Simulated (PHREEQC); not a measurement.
Solution (60 °C): 2.7 mmol/kgw Cu(NO3)2, 1.5 mmol/kgw HNO3 and 1.7 mmol/kgw NaCl. Closed to the air; pH follows from the charge balance.

All values are PHREEQC results (ion-association model, phreeqc.dat), not measurements.

Each row changes one thing in this solution. Precipitation was switched off in this run.

```csv
case,pH,CuCl+ (mol/kgw),CuOH+ (mol/kgw),Cu2(OH)2+2 (mol/kgw),SI of Halite (NaCl)
as made,2.87,3.56e-5,1.42e-8,2.50e-9,-7.24
diluted 100-fold with water,4.83,5.43e-9,1.75e-8,3.07e-9,-11.15
diluted 5-fold with water,3.55,1.83e-6,1.61e-8,2.84e-9,___
Cu(NO3)2 from 0.0027 to 0.00405 mol/kgw,2.87,5.00e-5,___,5.49e-9,___
Cu(NO3)2 from 0.0027 to 0.00054 mol/kgw,2.85,8.26e-6,3.04e-9,1.06e-10,-7.21
diluted 2-fold with water,3.16,1.01e-5,1.51e-8,2.67e-9,-7.82
NaCl from 0.0017 to 0.017 mol/kgw,2.88,0.000273,1.19e-8,1.91e-9,-5.28
0.00057 mol/kgw HCl added,2.73,4.70e-5,1.02e-8,1.30e-9,-7.12
```

Problem. Complete the blanks.

Solution. 
- diluted 5-fold with water, SI of Halite (NaCl): -8.58
- Cu(NO3)2 from 0.0027 to 0.00405 mol/kgw, CuOH+ (mol/kgw): 2.07e-8
- Cu(NO3)2 from 0.0027 to 0.00405 mol/kgw, SI of Halite (NaCl): -7.26

Complexes and solids missing from the database can't appear. Away from 25 °C the constants follow the database's enthalpies or fits; those with neither stay at their 25 °C values.
